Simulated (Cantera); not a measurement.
An adiabatic, constant-pressure homogeneous reactor starts with 61.6 % H2, 7.85 % O2, 30.6 % N2, at 1573 K and 4.34 atm.

Model: GRI-Mech 3.0 (53 species, 325 reactions), integrated in Cantera. The hydrogen kinetics of GRI-Mech 3.0 are dated; newer H2 mechanisms differ, most at raised pressure.

x: mole fraction; the columns are a selection and need not sum to one.

```json
[
 {"t (s)": "3.00e-6", "T (K)": "1648", "x H2": "0.560", "x O2": "0.0571", "x N2O": "4.88e-9", "x NO": "4.35e-8", "x HO2": "…"},
 {"t (s)": "1.02e-5", "T (K)": "2350", "x H2": "0.459", "x O2": "3.72e-5", "x N2O": "2.42e-9", "x NO": "3.86e-6", "x HO2": "…"},
 {"t (s)": "3.44e-5", "T (K)": "2551", "x H2": "0.482", "x O2": "7.11e-6", "x N2O": "3.20e-9", "x NO": "5.99e-6", "x HO2": "…"},
 {"t (s)": "0.000116", "T (K)": "2605", "x H2": "0.488", "x O2": "2.72e-6", "x N2O": "3.68e-9", "x NO": "7.79e-6", "x HO2": "7.71e-9"},
 {"t (s)": "0.000393", "T (K)": "2607", "x H2": "0.488", "x O2": "2.60e-6", "x N2O": "3.73e-9", "x NO": "1.38e-5", "x HO2": "7.30e-9"},
 {"t (s)": "0.00133", "T (K)": "2606", "x H2": "0.488", "x O2": "2.60e-6", "x N2O": "3.95e-9", "x NO": "3.19e-5", "x HO2": "7.30e-9"},
 {"t (s)": "0.00451", "T (K)": "2606", "x H2": "0.488", "x O2": "2.59e-6", "x N2O": "4.60e-9", "x NO": "5.86e-5", "x HO2": "7.28e-9"},
 {"t (s)": "0.0152", "T (K)": "2606", "x H2": "0.488", "x O2": "2.59e-6", "x N2O": "4.73e-9", "x NO": "6.27e-5", "x HO2": "7.28e-9"},
 {"t (s)": "0.0516", "T (K)": "2606", "x H2": "0.488", "x O2": "2.59e-6", "x N2O": "4.73e-9", "x NO": "6.27e-5", "x HO2": "7.28e-9"},
 {"t (s)": "0.175", "T (K)": "2606", "x H2": "0.488", "x O2": "2.59e-6", "x N2O": "4.73e-9", "x NO": "6.27e-5", "x HO2": "7.28e-9"},
 {"t (s)": "0.591", "T (K)": "2606", "x H2": "0.488", "x O2": "2.59e-6", "x N2O": "4.73e-9", "x NO": "6.27e-5", "x HO2": "7.28e-9"},
 {"t (s)": "2.00", "T (K)": "2606", "x H2": "0.488", "x O2": "2.59e-6", "x N2O": "4.73e-9", "x NO": "6.27e-5", "x HO2": "7.28e-9"}
]
```

### Question
Complete the blanks.

### Answer

- 3.00e-6, x HO2: 9.34e-5
- 1.02e-5, x HO2: 1.25e-7
- 3.44e-5, x HO2: 2.40e-8
